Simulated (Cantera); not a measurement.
Input: 1 mol H2O, 1.4 mol H2, held at 3098.15 K and 0.0133 bar.

Method: chemical equilibrium by Gibbs-energy minimisation in Cantera with the NASA 1993 tables (ideal gas, pure condensed phases). Candidate condensed phases: H2O; 9 gas species. Rates play no part.

Base state: H 0.665, H2 0.132, O 0.129, OH 0.0421, H2O 0.0234, O2 0.00896 (mole fractions); condensed: gas only.

Question: What changes in the equilibrium state with this change: H2 from 1.4 to 0.12 mol?

Answer: 
```tsv
species	before	after
H	0.665	0.554
O	0.129	0.232
H2	0.132	0.0916
O2	0.00896	0.0293
OH	0.0421	0.0634
H2O	0.0234	0.0293
```
